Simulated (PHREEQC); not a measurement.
Consider water at 20 °C with 0.028 mol CuCl2, 0.0583 mol HNO3 and 0.00096 mol Na2SO4 per kg of water. It is in equilibrium with CO2 at log p = -3.5 (atm). Otherwise closed; pH follows from the charge balance.

All values are PHREEQC results (ion-association model, phreeqc.dat), not measurements.

The ionic strength comes out as 0.141 mol/kgw. What activity coefficients do Cl-, HSO4-, CuCl+, SO4-2, H+ get?

Cl- 0.74, HSO4- 0.76, CuCl+ 0.75, SO4-2 0.33, H+ 0.81.

Precipitation was switched off in this run.
